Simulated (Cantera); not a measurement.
A Cantera script and its output.

```python
import numpy as np
import cantera as ct

gas = ct.Solution("gri30.yaml")
gas.TPX = 1375, 101325, {'CH4': 1, 'CO': 0.49, 'O2': 1.12, 'N2': 8.08, 'H2O': 0.75}
reactor = ct.IdealGasReactor(gas, energy="on", clone=False)
net = ct.ReactorNet([reactor])
net.rtol, net.atol = 1e-08, 1e-16
show = ['CH4', 'CO', 'O2', 'NO2', 'HCN']
times = np.geomspace(3e-06, 2, 11)

steps = ct.SolutionArray(gas, extra=["t"])
rows = []
print(f"{'t/s':>10s}{'T/K':>9s}{'P/Pa':>11s}" + "".join(f"{s:>11s}" for s in show))
for t in times:
    while net.time < t:
        t_next = net.step()
        steps.append(gas.state, t=t_next)
    rows.append([np.interp(t, steps.t, y) for y in (steps.T, steps.P, *steps(*show).X.T)])
    print(f"{t:10.3e}{rows[-1][0]:9.1f}{rows[-1][1]:11.4g}" + "".join(f"{x:11.3e}" for x in rows[-1][2:]))
rate = np.gradient(steps.T, steps.t)
print("integrator steps:", len(steps.t))
if steps.T.max() > steps.T[0] + 200:
    print(f"time of steepest temperature rise: {steps.t[rate.argmax()]:.4e} s")
gas.TPX = 1375, 101325, {'CH4': 1, 'CO': 0.49, 'O2': 1.12, 'N2': 8.08, 'H2O': 0.75}
gas.equilibrate("UV")
print(f"equilibrium (UV): T = {gas.T:.1f} K  " + "  ".join(f"{s} {gas[s].X[0]:.3e}" for s in show))
```

It prints:

```
       t/s      T/K       P/Pa        CH4         CO         O2        NO2        HCN
 3.000e-06   1375.0  1.013e+05  8.741e-02  4.283e-02  9.790e-02  1.841e-24  7.841e-22
 1.147e-05   1375.0  1.013e+05  8.741e-02  4.283e-02  9.790e-02  1.473e-22  1.393e-20
 4.384e-05   1375.0  1.013e+05  8.741e-02  4.283e-02  9.790e-02  8.192e-21  2.329e-19
 1.676e-04   1375.0  1.013e+05  8.741e-02  4.283e-02  9.790e-02  3.400e-19  4.349e-18
 6.407e-04   1375.1  1.013e+05  8.738e-02  4.283e-02  9.788e-02  1.147e-17  9.349e-17
 2.449e-03   1376.3  1.014e+05  8.712e-02  4.281e-02  9.774e-02  7.192e-16  1.520e-15
 9.364e-03   1393.6  1.027e+05  8.433e-02  4.310e-02  9.590e-02  1.284e-13  5.414e-14
 3.580e-02   2315.6   1.84e+05  1.135e-11  9.476e-02  6.789e-06  8.806e-10  6.991e-08
 1.369e-01   2315.8  1.841e+05  1.129e-11  9.476e-02  6.806e-06  7.159e-10  5.700e-08
 5.232e-01   2315.8  1.841e+05  1.129e-11  9.476e-02  6.806e-06  7.132e-10  5.678e-08
 2.000e+00   2315.8  1.841e+05  1.129e-11  9.476e-02  6.806e-06  7.132e-10  5.678e-08
integrator steps: 2245
time of steepest temperature rise: 1.5396e-02 s
equilibrium (UV): T = 2315.8 K  CH4 1.275e-11  CO 9.476e-02  O2 6.806e-06  NO2 7.132e-10  HCN 5.678e-08
```

Computed with Cantera and GRI-Mech 3.0 (53 species, 325 reactions).
